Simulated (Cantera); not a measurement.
Input (Python, Cantera) and output of one run.

```python
import numpy as np
import cantera as ct

gas_names = """
    Cr CrO CrO2 CrO3 H HO2 H2 H2O H2O2 O OH O2 O3
""".split()
cond_names = """
    Cr(cr) Cr(L) Cr2O3(s) Cr2O3(L) H2O(s) H2O(L)
""".split()


def load(file, names, dense=False):
    # The tables refer to 1 bar. Condensed volumes are neglected.
    table = {s.name: s for s in ct.Species.list_from_file(file)}
    out = []
    for n in names:
        d = dict(table[n].input_data)
        d["thermo"] = dict(d["thermo"], **{"reference-pressure": 1e5})
        if dense:
            d["equation-of-state"] = {"model": "constant-volume", "density": "1e6 g/cm^3"}
        out.append(ct.Species.from_dict(d))
    return out


gas = ct.Solution(thermo="ideal-gas", species=load("nasa_gas.yaml", gas_names))
cond = {s.name: ct.Solution(thermo="fixed-stoichiometry", species=[s], name=s.name)
        for s in load("nasa_condensed.yaml", cond_names, dense=True)}
atoms = {
    'Cr2O3': {'Cr': 2, 'O': 3},
    'H2': {'H': 2},
}
top_T = {}  # K; cautious upper limits of use, not melting points


def equilibrate(T, P, feed):
    n = {}
    for name, mol in feed.items():
        for a, k in atoms[name].items():
            n[a] = n.get(a, 0.0) + k * mol
    gas.TPX = T, P, n
    mass = sum(n.values()) * gas.mean_molecular_weight
    gas.equilibrate("TP")
    valid = [c for c in cond.values() if c.min_temp <= T <= top_T.get(c.name, c.max_temp)]
    mix = ct.Mixture([(gas, mass / gas.mean_molecular_weight)] + [(c, 0.0) for c in valid])
    mix.T, mix.P = T, P
    mix.equilibrate("TP", solver="vcs", rtol=1e-11, max_steps=5000)
    return mix


results = []
feed = {'Cr2O3': 1, 'H2': 530}  # mol
P = 140000  # Pa
for T in [1000, 1100, 1200, 1300, 1400, 1500, 1600, 1700, 1800, 1900, 2000, 2100]:
    mix = equilibrate(T, P, feed)
    results.append((T, P, feed, dict(zip(mix.species_names, mix.species_moles))))

top = {s: max(r[3][s] / sum(r[3][g] for g in gas_names) for r in results) for s in gas_names}
cols = sorted((s for s in top if top[s] > 1e-05), key=lambda s: -top[s])[:9]
seen = [c for c in cond_names if any(r[3].get(c, 0) > 1e-12 for r in results)]
print("log10 of partial pressures in bar; condensed amounts in mol")
print(f"{'T/K':>10s}" + "".join(f"{s[:9]:>10s}" for s in cols + seen))
for T, P, feed, n in results:
    ng = sum(n[g] for g in gas_names)
    print(f"{T:10.4g}" + "".join(f"{np.log10(max(n[s] / ng * P / 1e5, 1e-99)):10.3f}" for s in cols)
          + "".join(f"{n.get(c, 0):10.4g}" for c in seen))
```

It prints:

```
log10 of partial pressures in bar; condensed amounts in mol
       T/K        H2       H2O         H        Cr       CrO    Cr(cr)  Cr2O3(s)
      1000     0.146    -4.938    -8.571   -13.032   -19.282  0.002913    0.9985
      1100     0.146    -4.338    -7.514   -11.171   -16.643   0.01158    0.9942
      1200     0.146    -3.842    -6.632    -9.626   -14.452   0.03629    0.9819
      1300     0.146    -3.425    -5.883    -8.322   -12.603   0.09488    0.9526
      1400     0.146    -3.069    -5.240    -7.210   -11.024    0.2155    0.8923
      1500     0.146    -2.761    -4.682    -6.250    -9.660    0.4375    0.7811
      1600     0.145    -2.492    -4.192    -5.414    -8.471    0.8112    0.5937
      1700     0.144    -2.255    -3.759    -4.681    -7.426     1.394    0.2992
      1800     0.144    -2.101    -3.374    -4.033    -6.558     1.965         0
      1900     0.143    -2.101    -3.029    -3.456    -5.923     1.867         0
      2000     0.143    -2.102    -2.717    -2.942    -5.356     1.565         0
      2100     0.141    -2.104    -2.436    -2.479    -4.848    0.7336         0
```

Cantera equilibrium calculation (NASA polynomials, part measured and part estimated; ideal gas, pure solids and liquids). Mutual solubility and eutectic melting of coexisting phases are not modelled.
